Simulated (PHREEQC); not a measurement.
Consider water at 25 °C with 0.0025 mol/kgw CuCl2 and 0.28 mol/kgw H3BO3. It is in equilibrium with CO2 at log p = -3.5 (atm). Otherwise closed; pH follows from the charge balance.

Model: ion-association model, wateq4f.dat, run in PHREEQC.

Each row changes one thing in this solution. Precipitation was switched off in this run.

```tsv
case	pH	ionic strength (mol/kgw)	H2BO3- (mol/kgw)	CO2 (mol/kgw)	HCO3- (mol/kgw)
as made	4.83	0.00746	1.20e-5	1.08e-5	3.52e-7
diluted 2-fold with water	4.98	0.00374	8.19e-6	1.08e-5	…
CuCl2 left out	4.89	1.29e-5	1.26e-5	1.08e-5	3.72e-7
temperature from 25 to 75 °C	4.49	0.00716	…	…	6.88e-8
H3BO3 from 0.28 to 0.14 mol/kgw	4.92	0.00746	7.40e-6	1.08e-5	…
H3BO3 from 0.28 to 0.028 mol/kgw	…	0.00745	1.89e-6	1.08e-5	5.56e-7
diluted 5-fold with water	5.16	0.00150	4.89e-6	1.08e-5	7.24e-7
```

Some entries are withheld; supply them.


- diluted 2-fold with water, HCO3- (mol/kgw): 4.84e-7
- temperature from 25 to 75 °C, H2BO3- (mol/kgw): 1.22e-5
- temperature from 25 to 75 °C, CO2 (mol/kgw): 4.22e-6
- H3BO3 from 0.28 to 0.14 mol/kgw, HCO3- (mol/kgw): 4.35e-7
- H3BO3 from 0.28 to 0.028 mol/kgw, pH: 5.03

Some of these states are supersaturated (in Atacamite, Tenorite (slow to form), for instance). Away from 25 °C the constants follow the database's enthalpies or fits; those with neither stay at their 25 °C values.
